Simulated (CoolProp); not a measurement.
Values from CoolProp's reference Helmholtz-energy equation of state, Gao 2022.

Problem. For n-perfluorobutane, give the phase and the Z, speed of sound (m/s), Joule-Thomson coefficient (K/MPa), isothermal compressibility (1/MPa) at 211.9 K and 0.0517 MPa.

Solution. 
- 211.9 K and 0.0517 MPa: liquid; Z 0.00388, speed of sound 659, Joule-Thomson coefficient -0.319, isothermal compressibility 0.00169
